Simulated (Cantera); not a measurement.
What does this Cantera script print?

```python
import numpy as np
import cantera as ct

gas_names = """
    CL CLO CL2 Mg MgCL MgCL2 MgN MgO Mg2 N NO NO2 NO3 N2 N2O O O2 O3
""".split()
cond_names = """
    Mg(cr) Mg(L) MgCL2(s) MgCL2(L) MgO(s) MgO(L)
""".split()


def load(file, names, dense=False):
    # The tables refer to 1 bar. Condensed volumes are neglected.
    table = {s.name: s for s in ct.Species.list_from_file(file)}
    out = []
    for n in names:
        d = dict(table[n].input_data)
        d["thermo"] = dict(d["thermo"], **{"reference-pressure": 1e5})
        if dense:
            d["equation-of-state"] = {"model": "constant-volume", "density": "1e6 g/cm^3"}
        out.append(ct.Species.from_dict(d))
    return out


gas = ct.Solution(thermo="ideal-gas", species=load("nasa_gas.yaml", gas_names))
cond = {s.name: ct.Solution(thermo="fixed-stoichiometry", species=[s], name=s.name)
        for s in load("nasa_condensed.yaml", cond_names, dense=True)}
atoms = {
    'MgO': {'Mg': 1, 'O': 1},
    'Cl2': {'CL': 2},
    'N2': {'N': 2},
}
top_T = {}  # K; cautious upper limits of use, not melting points


def equilibrate(T, P, feed):
    n = {}
    for name, mol in feed.items():
        for a, k in atoms[name].items():
            n[a] = n.get(a, 0.0) + k * mol
    gas.TPX = T, P, n
    mass = sum(n.values()) * gas.mean_molecular_weight
    gas.equilibrate("TP")
    valid = [c for c in cond.values() if c.min_temp <= T <= top_T.get(c.name, c.max_temp)]
    mix = ct.Mixture([(gas, mass / gas.mean_molecular_weight)] + [(c, 0.0) for c in valid])
    mix.T, mix.P = T, P
    mix.equilibrate("TP", solver="vcs", rtol=1e-11, max_steps=5000)
    return mix


results = []
feed = {'MgO': 1, 'Cl2': 0.021, 'N2': 0.049}  # mol
P = 101325  # Pa
for T in [1123, 1173, 1223, 1273, 1323, 1373, 1423, 1473, 1523, 1573, 1623, 1673, 1723, 1773]:
    mix = equilibrate(T, P, feed)
    results.append((T, P, feed, dict(zip(mix.species_names, mix.species_moles))))

top = {s: max(r[3][s] / sum(r[3][g] for g in gas_names) for r in results) for s in gas_names}
cols = sorted((s for s in top if top[s] > 1e-05), key=lambda s: -top[s])[:5]
seen = [c for c in cond_names if any(r[3].get(c, 0) > 1e-12 for r in results)]
print("log10 of partial pressures in bar; condensed amounts in mol")
print(f"{'T/K':>10s}" + "".join(f"{s[:9]:>10s}" for s in cols + seen))
for T, P, feed, n in results:
    ng = sum(n[g] for g in gas_names)
    print(f"{T:10.4g}" + "".join(f"{np.log10(max(n[s] / ng * P / 1e5, 1e-99)):10.3f}" for s in cols)
          + "".join(f"{n.get(c, 0):10.4g}" for c in seen))
```

Result:

```
log10 of partial pressures in bar; condensed amounts in mol
       T/K        N2       CL2     MgCL2        O2        CL  MgCL2(L)    MgO(s)
      1123    -0.146    -0.543    -2.631    -2.015    -2.970  0.001166    0.9987
      1173    -0.147    -0.549    -2.258    -1.967    -2.725  0.001107    0.9985
      1223    -0.150    -0.556    -1.919    -1.924    -2.501  0.000818    0.9983
      1273    -0.155    -0.567    -1.609    -1.889    -2.296 9.054e-05    0.9982
      1323    -0.159    -0.594    -1.412    -1.715    -2.116         0    0.9973
      1373    -0.164    -0.635    -1.247    -1.550    -1.956         0     0.996
      1423    -0.170    -0.691    -1.106    -1.409    -1.816         0    0.9943
      1473    -0.177    -0.763    -0.988    -1.292    -1.695         0    0.9924
      1523    -0.184    -0.853    -0.893    -1.197    -1.594         0    0.9904
      1573    -0.190    -0.960    -0.820    -1.124    -1.510         0    0.9885
      1623    -0.197    -1.081    -0.766    -1.070    -1.441         0    0.9868
      1673    -0.202    -1.212    -0.727    -1.032    -1.385         0    0.9854
      1723    -0.206    -1.350    -0.700    -1.006    -1.340         0    0.9843
      1773    -0.209    -1.492    -0.682    -0.989    -1.302         0    0.9835
```

Cantera equilibrium calculation (NASA polynomials, part measured and part estimated; ideal gas, pure solids and liquids). Mutual solubility and eutectic melting of coexisting phases are not modelled.
